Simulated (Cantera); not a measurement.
# Equilibrium for silicon epitaxy and polysilicon growth: Si2H6 + HCl + N2

Input: 1 mol Si2H6, 0.75 mol HCl, 60 mol N2, at 1248 K and 7.50 Torr.

Method: chemical equilibrium by Gibbs-energy minimisation in Cantera with the NASA 1993 tables (ideal gas, pure condensed phases). Candidate condensed phases: NH4Cl, Si, Si3N4; 28 gas species. The feed counts by its element totals alone. N2 is the only nitrogen source here; it is nearly inert below about 1500 K, so the nitride shown seldom forms there in practice. Equilibrium is a limit: real reactors are often held back by kinetics, nucleation or transport.

```
Quantity                             Result
--------------------------------  ---------
x(N2)                                 0.940
x(H2)                                0.0481
x(HCl)                               0.0120
x(SiCl2)                            4.09e-6
x(H)                                1.02e-6
n(Si3N4(s))                       0.667 mol
gas amount                        62.42 mol
log10 activity of Si(s) (absent)      -3.26
```
